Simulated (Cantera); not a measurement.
Charge: 1 mol Si, 2 mol Cl₂, equilibrated at 1023.15 K and 353 Torr.

Cantera equilibrium calculation (NASA polynomials, part measured and part estimated; ideal gas, pure solids and liquids). Candidate condensed phases: Si; 9 gas species. The numbers say what is thermodynamically allowed, not how fast it happens.

Base state: SiCl₄ 1.000 (mole fractions); condensed: gas only.

Q: What changes in the equilibrium state with this change: temperature from 1023.15 K to 1523 K?

A: 
```json
[
 {"species": "SiCl₄", "before": "1.000", "after": "0.995"},
 {"species": "SiCl₃", "before": "2.28e-6", "after": "0.00292"},
 {"species": "Cl", "before": "7.05e-7", "after": "0.00209"},
 {"species": "SiCl₂", "before": "<1e-9", "after": "2.56e-5"},
 {"species": "Cl₂", "before": "7.87e-7", "after": "0.000443"}
]
```
The tables' values for SiCl₃ are old estimates; treat these amounts as uncertain.
